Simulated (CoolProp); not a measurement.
Vapour-liquid equilibrium of ethylene (1) + ethane (2) at 157.6 K; x and y are mole fractions of (1).

Model: multi-fluid Helmholtz-energy mixture model, Smukala 2000 and Bücker 2006; pair parameters Bell 2016, in CoolProp.

Problem. Give the bubble pressure and the first vapour's composition at x = 0.2, 0.575, 0.8. Is there an azeotrope?

Solution. x = 0.2: 25.09 kPa, y = 0.421; x = 0.575: 35.80 kPa, y = 0.770; x = 0.8: 42.05 kPa, y = 0.906. No azeotrope shows between x = 0.05 and 0.95.

Pair parameters are fitted to limited data, so mixtures are less certain than the pure fluids.
